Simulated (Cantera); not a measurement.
Cantera run:

```python
import numpy as np
import cantera as ct

gas_names = """
    C CN CO CO2 C2 CCN CNC C2N2 C2O C3 C3O2 C4 C4N2 C5 N NCO NO NO2 NO3 N2 N2O O O2 O3 Si SiC SiC2 SiN
    SiO SiO2 Si2 Si2C Si2N Si3
""".split()
cond_names = """
    C(gr) Si(cr) Si(L) SiC(b) SiO2(Lqz) SiO2(hqz) SiO2(L) Si2N2O(s) Si3N4(a)
""".split()


# ... load() reads the species with a 1 bar reference pressure and builds the phases ...
atoms = {
    'Si': {'Si': 1},
    'CO2': {'C': 1, 'O': 2},
    'N2': {'N': 2},
}
top_T = {'C(gr)': 4500, 'SiC(b)': 3050, 'Si2N2O(s)': 2100, 'Si3N4(a)': 2400}  # K; cautious upper limits of use, not melting points


# ... equilibrate(T, P, feed) seeds the gas with the atoms and calls Mixture.equilibrate('TP', solver="vcs", rtol=1e-11, max_steps=5000) ...
results = []
feed = {'Si': 1, 'CO2': 0.012, 'N2': 2.1}  # mol
P = 3.2  # Pa
for T in [1073, 1273, 1473, 1673, 1873, 2073, 2273]:
    mix = equilibrate(T, P, feed)
    results.append((T, P, feed, dict(zip(mix.species_names, mix.species_moles))))
    x = sorted(zip(gas.X, gas.species_names), reverse=True)
    print(f"T = {T:g} K  P = {P:g} Pa  gas = {mix.phase_moles(0):.4g} mol")
    print("   x: " + "  ".join(f"{s} {v:.3e}" for v, s in x if v > 0.0001))
    print("   condensed (mol): " + ("  ".join(f"{mix.phase(i).name} {mix.phase_moles(i):.4g}"
          for i in range(1, mix.n_phases) if mix.phase_moles(i) > 1e-12) or "none"))
```

It prints:

```
T = 1073 K  P = 3.2 Pa  gas = 1.441 mol
   x: N2 1.000e+00
   condensed (mol): C(gr) 0.012  Si2N2O(s) 0.024  Si3N4(a) 0.3173
T = 1273 K  P = 3.2 Pa  gas = 1.449 mol
   x: N2 9.999e-01
   condensed (mol): SiC(b) 0.01192  Si2N2O(s) 0.02391  Si3N4(a) 0.3134
T = 1473 K  P = 3.2 Pa  gas = 1.476 mol
   x: N2 9.862e-01  SiO 1.325e-02  CO 3.889e-04  Si 1.564e-04
   condensed (mol): SiC(b) 0.01143  Si2N2O(s) 0.003867  Si3N4(a) 0.3203
T = 1673 K  P = 3.2 Pa  gas = 2.153 mol
   x: N2 9.755e-01  Si 1.306e-02  SiO 1.064e-02  CO 5.072e-04
   condensed (mol): Si(cr) 0.9372  SiC(b) 0.01076
T = 1873 K  P = 3.2 Pa  gas = 2.958 mol
   x: N2 7.094e-01  Si 2.756e-01  SiO 7.238e-03  Si2C 3.172e-03  Si2 2.057e-03  CO 8.770e-04  Si2N 7.030e-04  SiN 4.726e-04  Si3 4.706e-04
   condensed (mol): Si(L) 0.1229
T = 2073 K  P = 3.2 Pa  gas = 3.109 mol
   x: N2 6.754e-01  Si 3.159e-01  SiO 4.100e-03  CO 3.621e-03  Si2 3.934e-04  SiN 3.232e-04  Si2C 2.293e-04
   condensed (mol): none
T = 2273 K  P = 3.2 Pa  gas = 3.111 mol
   x: N2 6.748e-01  Si 3.171e-01  SiO 3.865e-03  CO 3.849e-03  SiN 2.166e-04
   condensed (mol): none
```

Equilibrium computed with Cantera from the NASA thermochemical tables; the gas is ideal and each condensed phase is pure. N2 is the only nitrogen source here; it is nearly inert below about 1500 K, so the nitride shown seldom forms there in practice. Mutual solubility and eutectic melting of coexisting phases are not modelled. The tables' values for SiN are old estimates; treat these amounts as uncertain.
